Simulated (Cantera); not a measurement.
## Premixed flame

A freely propagating, adiabatic, planar premixed flame of CH4 : C2H6 : C3H8 : O2 : N2 = 1 : 0.059 : 1.4 : 7.08 : 26.6 (molar parts), equivalence ratio 1.3, unburnt at 675 K and 7.40 bar; mixture-averaged transport, grid criteria slope 0.08 and curve 0.16, no radiation.

Detailed kinetics in Cantera: GRI-Mech 3.0 (53 species, 325 reactions). GRI-Mech 3.0 was tuned for natural gas; its chemistry of propane as a main component is partial and can be far from experiment. Burning velocities carry a grid error of a few per cent, more on coarse grids.

| z (mm) | T (K) | u (m/s) | x CH4 | x C2H6 | x C3H8 | x HCN | x CH2CO | x H2 |
|---|---|---|---|---|---|---|---|---|
| -0.170 | 676 | 0.937 | 0.0276 | 0.00163 | 0.0386 | <1e-8 | 7.14e-8 | 0.00276 |
| -0.113 | 680 | 0.947 | 0.0274 | 0.00162 | 0.0385 | 1.97e-8 | 1.06e-6 | 0.00680 |
| -0.0849 | 694 | 0.972 | 0.0270 | 0.00162 | 0.0383 | 9.97e-8 | 6.47e-6 | 0.0111 |
| -0.0566 | 779 | 1.10 | 0.0256 | 0.00168 | 0.0370 | 7.63e-7 | 6.66e-5 | 0.0187 |
| -0.0283 | 1183 | 1.73 | 0.0203 | 0.00221 | 0.0249 | 5.75e-6 | 0.000714 | 0.0298 |
| -0.0142 | 1576 | 2.38 | 0.0147 | 0.00181 | 0.00774 | 1.29e-5 | 0.00165 | 0.0355 |
| 0 | 1957 | 3.01 | 0.00630 | 0.000236 | 0.000166 | 2.54e-5 | 0.00127 | 0.0376 |
| 0.0142 | 2163 | 3.34 | 0.00133 | 5.00e-6 | 1.22e-7 | 3.66e-5 | 0.000237 | 0.0356 |
| 0.0283 | 2239 | 3.45 | 0.000209 | 1.10e-7 | <1e-8 | 3.29e-5 | 2.86e-5 | 0.0340 |
| 0.0566 | 2288 | 3.51 | 6.40e-6 | <1e-8 | <1e-8 | 1.59e-5 | 7.43e-7 | 0.0339 |
| 0.113 | 2325 | 3.56 | 4.39e-8 | <1e-8 | <1e-8 | 4.36e-6 | <1e-8 | 0.0347 |
| 0.226 | 2354 | 3.59 | <1e-8 | <1e-8 | <1e-8 | 9.00e-7 | <1e-8 | 0.0349 |
| 0.453 | 2371 | 3.62 | <1e-8 | <1e-8 | <1e-8 | 1.74e-7 | <1e-8 | 0.0349 |
x: mole fraction of selected species; z is measured from the peak of heat release.

```yaml
laminar_burning_velocity: 93.4 cm/s
thermal_thickness: 0.0566 mm
peak x(HCN): 3.70e-5
peak x(CH2CO): 0.00181
peak x(H2): 0.0376
grid_points: 144
```
